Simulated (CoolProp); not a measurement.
A single-stage vapour-compression cycle with the fluid: evaporating at 264.15 K (dew point), condensing at 328.15 K (bubble point), superheat 2 K, subcooling 5 K, compressor efficiency 0.75, no pressure losses. The same conditions are run with several fluids, on thermodynamics alone (safety and materials aside).

Computed with CoolProp (reference Helmholtz-energy equation of state of each fluid (R236FA: Pan 2012; n-perfluoropentane: Gao 2022; R125: Lemmon 2005; R11: Jacobsen 1992; fluoroethane (R161): Wu 2012; R142b: Lemmon 2006)).

Task: Rank R236FA, n-perfluoropentane, R125, R11, fluoroethane (R161), R142b by cooling COP, highest first.

Result: R11 (2.59), R142b (2.41), fluoroethane (R161) (2.32), R236FA (2.18), n-perfluoropentane (1.75), R125 (1.67)

| fluid | pressure ratio | discharge temperature (K) | refrigerating effect (kJ/kg) | volumetric capacity (kJ/m³) |
|---|---|---|---|---|
| R236FA | 9.11 | 329.2 | 91.8 | 480 |
| n-perfluoropentane | 12.3 | 328.1 | 41.2 | 105 |
| R125 | 5.69 | 340.8 | 60.5 | 1870 |
| R11 | 10.1 | 364.1 | 142 | 241 |
| fluoroethane (R161) | 6.05 | 370.4 | 260 | 1960 |
| R142b | 7.61 | 349.5 | 148 | 711 |

The compression ends wet for: n-perfluoropentane.
